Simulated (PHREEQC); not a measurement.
Consider water at 74 °C with 0.11 mol/kgw NH4Cl, 0.00015 mol/kgw Na2CO3 and 0.00012 mol/kgw NaCl. Closed to the air; pH follows from the charge balance.

Model: ion-association model, wateq4f.dat, run in PHREEQC.

Each row changes one thing in this solution. This is a speciation only: nothing precipitates in the calculation.

```tsv
case	pH	SI of Halite (NaCl)
as made	5.49	-6.27
Na2CO3 left out	4.57	-6.81
0.0059 mol/kgw CO2 added	4.84	-6.27
temperature from 74 to 75 °C	5.47	-6.27
diluted 2-fold with water	5.47	-6.81
NH4Cl from 0.11 to 0.011 mol/kgw	6.32	-7.11
NH4Cl from 0.11 to 0.165 mol/kgw	5.34	[?]
NH4Cl replaced by CsCl at the same molality	[?]	-6.27
diluted 5-fold with water	5.46	[?]
```

Q: Fill in the missing entries.

A: 
- NH4Cl from 0.11 to 0.165 mol/kgw, SI of Halite (NaCl): -6.12
- NH4Cl replaced by CsCl at the same molality, pH: 8.74
- diluted 5-fold with water, SI of Halite (NaCl): -7.55

Complexes and solids missing from the database can't appear. Constants without temperature data keep their 25 °C values here.
